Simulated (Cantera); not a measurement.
Charge: 1 mol BCl3, 40 mol N2, 25 mol NH3, equilibrated at 850 °C and 0.0370 bar.

Cantera equilibrium calculation (NASA polynomials, part measured and part estimated; ideal gas, pure solids and liquids). Candidate condensed phases: B, BN, NH4Cl; 21 gas species. Equilibrium is a limit: real reactors are often held back by kinetics, nucleation or transport.

Base state: N2 0.571, H2 0.396, HCl 0.0330 (mole fractions); condensed: BN(s).

Task: What changes in the equilibrium state with this change: temperature from 850 °C to 1552 °C?

Result: 
| species | before | after |
|---|---|---|
| N2 | 0.571 | 0.571 |
| H2 | 0.396 | 0.395 |
| HCl | 0.0330 | 0.0328 |
| H | 1.40e-7 | 0.00144 |
| BCl | <1e-9 | 2.96e-5 |
| Cl | 1.03e-8 | 9.12e-5 |
| BN(s), mol | 1.00 | 0.997 |
The tables' values for BCl are old estimates; treat these amounts as uncertain.
